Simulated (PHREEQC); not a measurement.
Dissolve 71 mmol/kgw NaHSO4 and 21 mmol/kgw NaF at 80 °C. Closed to the air; pH follows from the charge balance.

The numbers come from PHREEQC with the ion-association model, phreeqc.dat.

| quantity | before | after |
|---|---|---|
| ionic strength (mol/kgw) | 0.125 | 0.883 |
| Na+ (mol/kgw) | 0.0872 | 0.673 |
| SO4-2 (mol/kgw) | 0.0267 | 0.0865 |
| HF (mol/kgw) | 0.0201 | 0.0209 |

Question: What was changed between the two runs?
A) NaHSO4 from 0.071 to 0.0071 mol/kgw
B) NaHSO4 from 0.071 to 0.71 mol/kgw
C) NaHSO4 from 0.071 to 0.0781 mol/kgw
D) 0.03 mol/kgw KOH added

Answer: B, NaHSO4 from 0.071 to 0.71 mol/kgw

No solid was allowed to form. The ionic strength passes 0.7 mol/kgw, the rough limit of the ion-association models, in after. At this temperature some constants are extrapolated from 25 °C, and those without enthalpy data are left unchanged.
